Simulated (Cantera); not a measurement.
A closed system holds: 1 mol Si, 8.5 mol CO, 5.1 mol N2, at 1702 °C and 1.33 mbar.

These are equilibrium values from Cantera (NASA tables, ideal gas, pure condensed phases), not measurements of a reactor. Candidate condensed phases: C, Si, SiC, SiO2, Si2N2O, Si3N4; 34 gas species. The tables' values for SiN are old estimates; treat these amounts as uncertain. The numbers say what is thermodynamically allowed, not how fast it happens.

Base state: CO 0.588, N2 0.374, SiO 0.0350, Si 0.00315, Si2C 7.77e-5, SiN 1.95e-5, SiC2 1.71e-5 (mole fractions); condensed: SiC(s).

### Question
What changes in the equilibrium state with this change: pressure from 1.33 mbar to 20.0 Pa?

### Answer
```
species       before     after
-----------  -------  --------
CO             0.588     0.586
N2             0.374     0.368
SiO           0.0350    0.0267
Si           0.00315    0.0184
SiC2         1.71e-5  0.000130
Si2C         7.77e-5  0.000452
Si2          4.00e-6   2.04e-5
SiN          1.95e-5   4.36e-5
SiC(s), mol    0.476     0.360
```
